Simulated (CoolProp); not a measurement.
A simple Rankine cycle with dimethyl ether: condensing at 297.15 K, boiler at 2.43 MPa, turbine inlet 507.4 K, turbine efficiency 0.8, pump efficiency 0.7, no recuperator. Each further row changes one setting.

Computed with CoolProp (reference Helmholtz-energy equation of state, Wu 2011).

```
case                             thermal efficiency (%)  net work (kJ/kg)  heat in (kJ/kg)  turbine exit temperature (K)  volume ratio over the turbine
-------------------------------  ----------------------  ----------------  ---------------  ----------------------------  -----------------------------
as stated                                          11.8              89.6              762                         451.3                            [?]
condensing temperature 289.15 K                    13.3               104              [?]                           [?]                           4.97
boiler pressure 1.7 MPa                             9.1              70.3              771                         465.8                           2.81
turbine efficiency 0.7                              [?]              77.9              762                         457.3                           4.03
```

Problem. Fill in the missing entries.

Solution. 
- as stated, volume ratio over the turbine: 3.97
- condensing temperature 289.15 K, heat in (kJ/kg): 781
- condensing temperature 289.15 K, turbine exit temperature (K): 442.8
- turbine efficiency 0.7, thermal efficiency (%): 10.2
